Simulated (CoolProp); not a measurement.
Vapour-liquid equilibrium of cyclopentane (1) + octamethylcyclotetrasiloxane (D4) (2) at 176.75 °C; x and y are mole fractions of (1).

Values from CoolProp's multi-fluid Helmholtz-energy mixture model, Gedanitz 2015 and Thol 2015; pair parameters Bell 2016.

```json
[
 {"x": "0.05", "bubble pressure (kPa)": "148.0", "y at the bubble point": "___", "dew pressure at overall composition x (kPa)": "109.2", "liquid density (mol/L)": "2.679"},
 {"x": "0.15", "bubble pressure (kPa)": "___", "y at the bubble point": "0.608", "dew pressure at overall composition x (kPa)": "121.5", "liquid density (mol/L)": "2.907"},
 {"x": "0.25", "bubble pressure (kPa)": "357.0", "y at the bubble point": "0.750", "dew pressure at overall composition x (kPa)": "136.7", "liquid density (mol/L)": "3.170"},
 {"x": "0.35", "bubble pressure (kPa)": "484.7", "y at the bubble point": "0.832", "dew pressure at overall composition x (kPa)": "156.2", "liquid density (mol/L)": "3.475"},
 {"x": "0.45", "bubble pressure (kPa)": "630.9", "y at the bubble point": "0.885", "dew pressure at overall composition x (kPa)": "182.0", "liquid density (mol/L)": "3.832"},
 {"x": "0.55", "bubble pressure (kPa)": "798.2", "y at the bubble point": "0.922", "dew pressure at overall composition x (kPa)": "___", "liquid density (mol/L)": "___"},
 {"x": "0.65", "bubble pressure (kPa)": "989.3", "y at the bubble point": "0.949", "dew pressure at overall composition x (kPa)": "___", "liquid density (mol/L)": "4.770"},
 {"x": "0.75", "bubble pressure (kPa)": "___", "y at the bubble point": "0.969", "dew pressure at overall composition x (kPa)": "357.2", "liquid density (mol/L)": "5.401"},
 {"x": "0.85", "bubble pressure (kPa)": "1452", "y at the bubble point": "0.984", "dew pressure at overall composition x (kPa)": "525.6", "liquid density (mol/L)": "6.196"},
 {"x": "0.95", "bubble pressure (kPa)": "1718", "y at the bubble point": "0.996", "dew pressure at overall composition x (kPa)": "___", "liquid density (mol/L)": "___"}
]
```

Problem. What belongs in the gaps?

Solution. 
- 0.05, y at the bubble point: 0.311
- 0.15, bubble pressure (kPa): 245.4
- 0.55, dew pressure at overall composition x (kPa): 217.7
- 0.55, liquid density (mol/L): 4.257
- 0.65, dew pressure at overall composition x (kPa): 270.6
- 0.75, bubble pressure (kPa): 1207
- 0.95, dew pressure at overall composition x (kPa): 1001
- 0.95, liquid density (mol/L): 7.223

No azeotrope shows between x = 0.05 and 0.95.

The pair parameters rest on a limited set of measurements; away from them the model extrapolates.
